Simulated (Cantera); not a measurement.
A freely propagating, adiabatic, planar premixed flame of 4.48 % CH₄, 2.15 % C₂H₆, 1.17 % C₃H₈, 16.0 % O₂, 76.2 % N₂, equivalence ratio 1.4, unburnt at 325 K and 0.370 bar; mixture-averaged transport, grid criteria slope 0.08 and curve 0.16, no radiation.

Cantera simulation using GRI-Mech 3.0 (53 species, 325 reactions); the numbers are that mechanism's predictions, not measurements. GRI-Mech 3.0 was tuned for natural gas; its chemistry of propane as a main component is partial and can be far from experiment. Burning velocities carry a grid error of a few per cent, more on coarse grids.

Question: Predict: laminar burning velocity; thermal thickness; peak x(HCO); peak x(CH₂O); peak x(CH₂).

Answer: 
| Quantity | Result |
|---|---|
| laminar burning velocity | 18.6 cm/s |
| thermal thickness | 2.07 mm |
| peak x(HCO) | 1.37e-5 |
| peak x(CH₂O) | 0.00120 |
| peak x(CH₂) | 2.77e-5 |
